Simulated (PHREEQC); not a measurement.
Consider water at 66 °C and 50 atm with 0.0011 mol KHSO4 and 0.0012 mol ZnSO4 per kg of water. Closed to the air; pH follows from the charge balance.

Model: ion-association model, phreeqc.dat, run in PHREEQC.

Q: The ionic strength comes out as 0.00656 mol/kgw. What activity coefficients do K+, Zn(SO4)2-2, SO4-2, Zn+2, H+ get?

A: K+ 0.91, Zn(SO4)2-2 0.69, SO4-2 0.70, Zn+2 0.70, H+ 0.92.

No solid was allowed to form. Complexes and solids missing from the database can't appear. Under pressure, the constants of complexes without a molar volume in the database are unreliable. Constants without temperature data keep their 25 °C values here.
